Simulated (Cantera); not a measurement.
## Fe₂O₃ + HCl + O₂ (chemical vapour transport)

A closed system holds: 1 mol Fe₂O₃, 0.9 mol HCl, 0.036 mol O₂, equilibrated at 1.90 bar.

Cantera equilibrium calculation (NASA polynomials, part measured and part estimated; ideal gas, pure solids and liquids). Candidate condensed phases: Fe, FeCl₂, FeCl₃, FeO, Fe(OH)₂, Fe(OH)₃, Fe₂O₃, Fe₃O₄, H₂O; 22 gas species. Condensed phases not in the tables: FeOCl. Rates play no part.

```
T (°C)  x HCl   x H₂O   x Cl₂  x FeCl₃      x O₂   x FeCl₂      x Cl  n Fe₂O₃(s)
------  -----  ------  ------  -------  --------  --------  --------  ----------
502     0.823  0.0917  0.0805  0.00235   8.97e-6   4.49e-7   1.06e-6       0.997
577     0.818  0.0940  0.0804  0.00525   4.80e-5   4.57e-6   5.74e-6       0.996
652     0.811  0.0983  0.0801  0.00950  0.000209   2.95e-5   2.38e-5       0.995
727     0.800   0.104  0.0792   0.0148  0.000758  0.000136   7.93e-5       0.993
802     0.790   0.110  0.0764   0.0208   0.00224  0.000492  0.000221       0.990
877     0.779   0.115  0.0707   0.0277   0.00527   0.00152  0.000529       0.987
952     0.768   0.120  0.0621   0.0348    0.0100   0.00413   0.00110       0.982
1027    0.754   0.125  0.0519   0.0411    0.0162   0.00995   0.00205       0.977
1102    0.733   0.132  0.0416   0.0447    0.0235    0.0211   0.00346       0.970
```
x: gas mole fraction; n: condensed amount in mol.

From 502 °C to 1102 °C the condensed part is Fe₂O₃(s). The main Fe-bearing gas is Fe₂Cl₆ at 502 °C and FeCl₃ at 1102 °C. The share of Fe in condensed phases is highest at 502 °C (99.7 %) and lowest at 1102 °C (97.0 %).
